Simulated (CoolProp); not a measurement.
R11 along the isotherm 187.55 °C: Z from the reference equation and from simpler models built on Tc = 198.0 °C, pc = 4.408 MPa, ω = 0.189; each cubic takes its own stable root.

The numbers come from the reference Helmholtz-energy equation of state, Jacobsen 1992 in CoolProp.

```csv
p (MPa),phase,reference
0.0697,gas,0.9943
0.124,gas,0.9898
0.22,gas,0.9817
0.392,gas,0.9671
0.697,gas,0.9402
1.24,gas,0.8890
2.2,gas,0.7839
3.92,liquid,0.1624
6.97,liquid,0.2507
12.4,liquid,0.4102
22,liquid,0.6758
```

### Question
How far does each simpler model (van der Waals, Redlich-Kwong, Soave-Redlich-Kwong) lie from the reference over these 11 states: mean and median of the absolute difference, and the worst?

### Answer
- van der Waals: mean 32.2 %, median 1.7 %, worst +232.7 % at 187.55 °C and 3.92 MPa
- Redlich-Kwong: mean 5.0 %, median 0.1 %, worst +28.1 % at 187.55 °C and 3.92 MPa
- Soave-Redlich-Kwong: mean 4.4 %, median 0.1 %, worst +22.9 % at 187.55 °C and 3.92 MPa

At some of these states van der Waals gives the other phase, because its saturation line lies elsewhere.
